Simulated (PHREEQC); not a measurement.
Consider water at 25 °C with 0.086 mol HF, 0.0017 mol NH4F, 0.022 mol H2SiF6 and 0.00034 mol H3PO4 per kg of water. Closed to the air; pH follows from the charge balance.

Computed with PHREEQC (ion-association model, phreeqc.dat).

Each row changes one thing in this solution. This is a speciation only: nothing precipitates in the calculation.

```csv
case,pH,ionic strength (mol/kgw),HF (mol/kgw),F- (mol/kgw),HF2- (mol/kgw),H3PO4 (mol/kgw),SI of Quartz (SiO2)
as made,1.42,0.0686,0.0845,0.00192,0.000623,0.000277,-5.63
H3PO4 from 0.00034 to 0.00051 mol/kgw,1.42,0.0686,0.0845,0.00192,0.000622,0.000416,-5.63
temperature from 25 to 5 °C,1.41,0.0694,0.0837,0.00261,0.000681,0.000265,-7.01
HF from 0.086 to 0.172 mol/kgw,1.39,0.0718,0.166,0.00354,0.00225,0.000281,-7.33
diluted 10-fold with water,2.30,0.00777,0.00759,0.00112,3.26e-5,1.36e-5,-1.85
```

Species that the database lacks are ignored. At this temperature some constants are extrapolated from 25 °C, and those without enthalpy data are left unchanged. SiF6-2 is the database's only silicon fluoride.
